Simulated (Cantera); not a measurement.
A Cantera script and its output.

```python
import numpy as np
import cantera as ct

gas = ct.Solution("gri30.yaml")
gas.TPX = 1075, 170000, {'CH4': 1, 'H2': 0.086, 'O2': 4.75, 'N2': 17.9}
reactor = ct.IdealGasReactor(gas, energy="on", clone=False)
net = ct.ReactorNet([reactor])
net.rtol, net.atol = 1e-08, 1e-16
show = ['CH4', 'H2', 'O2', 'C2H4', 'H2O', 'HCO']
times = np.geomspace(2e-06, 0.3, 11)

steps = ct.SolutionArray(gas, extra=["t"])
rows = []
print(f"{'t/s':>10s}{'T/K':>9s}{'P/Pa':>11s}" + "".join(f"{s:>11s}" for s in show))
for t in times:
    while net.time < t:
        t_next = net.step()
        steps.append(gas.state, t=t_next)
    rows.append([np.interp(t, steps.t, y) for y in (steps.T, steps.P, *steps(*show).X.T)])
    print(f"{t:10.3e}{rows[-1][0]:9.1f}{rows[-1][1]:11.4g}" + "".join(f"{x:11.3e}" for x in rows[-1][2:]))
rate = np.gradient(steps.T, steps.t)
print("integrator steps:", len(steps.t))
if steps.T.max() > steps.T[0] + 200:
    print(f"time of steepest temperature rise: {steps.t[rate.argmax()]:.4e} s")
gas.TPX = 1075, 170000, {'CH4': 1, 'H2': 0.086, 'O2': 4.75, 'N2': 17.9}
gas.equilibrate("UV")
print(f"equilibrium (UV): T = {gas.T:.1f} K  " + "  ".join(f"{s} {gas[s].X[0]:.3e}" for s in show))
```

It prints:

```
       t/s      T/K       P/Pa        CH4         H2         O2       C2H4        H2O        HCO
 2.000e-06   1075.0    1.7e+05  4.213e-02  3.623e-03  2.001e-01  2.595e-21  1.751e-12  4.326e-21
 6.586e-06   1075.0    1.7e+05  4.213e-02  3.623e-03  2.001e-01  2.264e-19  1.866e-11  5.110e-20
 2.169e-05   1075.0    1.7e+05  4.213e-02  3.623e-03  2.001e-01  1.411e-17  1.052e-10  5.933e-19
 7.143e-05   1075.0    1.7e+05  4.213e-02  3.623e-03  2.001e-01  6.364e-16  5.581e-10  6.723e-18
 2.352e-04   1075.0    1.7e+05  4.213e-02  3.623e-03  2.001e-01  2.701e-14  3.997e-09  7.833e-17
 7.746e-04   1075.0    1.7e+05  4.213e-02  3.623e-03  2.001e-01  1.432e-12  4.275e-08  1.071e-15
 2.551e-03   1075.0    1.7e+05  4.213e-02  3.623e-03  2.001e-01  2.400e-10  9.378e-07  3.668e-14
 8.400e-03   1075.7  1.701e+05  4.204e-02  3.602e-03  2.001e-01  3.363e-07  8.765e-05  2.241e-11
 2.766e-02   1093.0  1.728e+05  4.025e-02  3.563e-03  1.985e-01  4.791e-05  1.978e-03  2.777e-09
 9.110e-02   2224.7  3.517e+05  3.583e-21  1.842e-04  1.112e-01  2.121e-32  8.611e-02  1.774e-11
 3.000e-01   2213.1  3.498e+05  2.939e-21  1.739e-04  1.091e-01  1.491e-32  8.621e-02  1.542e-11
integrator steps: 2118
time of steepest temperature rise: 3.2059e-02 s
equilibrium (UV): T = 2211.8 K  CH4 4.491e-21  H2 1.727e-04  O2 1.088e-01  C2H4 1.866e-32  H2O 8.622e-02  HCO 1.517e-11
```

Model: GRI-Mech 3.0 (53 species, 325 reactions), integrated in Cantera.
